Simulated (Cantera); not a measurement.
A closed system holds: 1 mol Si, a varied amount of Br2, 0.74 mol H2, equilibrated at 1098 K and 10000 Pa.

Cantera equilibrium calculation (NASA polynomials, part measured and part estimated; ideal gas, pure solids and liquids). Candidate condensed phases: Br2, Si; 19 gas species. The numbers say what is thermodynamically allowed, not how fast it happens.

Question: At 5.7 mol Br2, list the 4 most abundant gas species with their mole fractions, and the condensed phases.

Answer: Br2 0.515, HBr 0.267, SiBr4 0.180, Br 0.0373. Condensed: gas only.
